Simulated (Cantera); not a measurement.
## Gas-phase reforming

An isothermal, constant-pressure homogeneous reactor starts with CH₄ : CO₂ : H₂ = 1 : 0.34 : 0.67 (molar parts), at 1400 K and 90.0 Torr.

Computed with Cantera and GRI-Mech 3.0 (53 species, 325 reactions). GRI-Mech 3.0 stops at C3 and has no aromatics, soot or wall deposition, so with more carbon than oxygen in the feed, carbon stays in small species such as C2H2 where larger ones or solid carbon would form.

```
t (s)     x CH₄   x CO₂   x H₂    x C₂H₆    x CH₃  x H₂O₂
--------  -----  ------  -----  --------  -------  ------
0.000600  0.498   0.169  0.333   9.11e-9  5.55e-6  <1e-12
0.00165   0.497   0.169  0.333   1.80e-7  1.49e-5  <1e-12
0.00452   0.497   0.169  0.333   3.02e-6  3.59e-5  <1e-12
0.0124    0.497   0.169  0.333   2.61e-5  5.95e-5  <1e-12
0.0341    0.497   0.169  0.333   9.02e-5  7.76e-5  <1e-12
0.0935    0.496   0.168  0.334  0.000158  9.21e-5  <1e-12
0.257     0.493   0.167  0.334  0.000170  9.43e-5  <1e-12
0.705     0.484   0.162  0.337  0.000165  9.31e-5  <1e-12
1.93      0.461   0.150  0.346  0.000153  8.96e-5  <1e-12
5.31      0.406   0.121  0.366  0.000124  8.14e-5  <1e-12
14.6      0.297  0.0656  0.408   7.61e-5  6.49e-5  <1e-12
40.0      0.157  0.0173  0.488   2.94e-5  4.11e-5  <1e-12
```
x: mole fraction; the columns are a selection and need not sum to one.

Equilibrium at this temperature and pressure: CH₄ 0.0473, CO₂ 4.36e-8, H₂ 0.659, C₂H₆ 7.56e-6, CH₃ 1.65e-5, H₂O₂ <1e-12 (gas phase only).
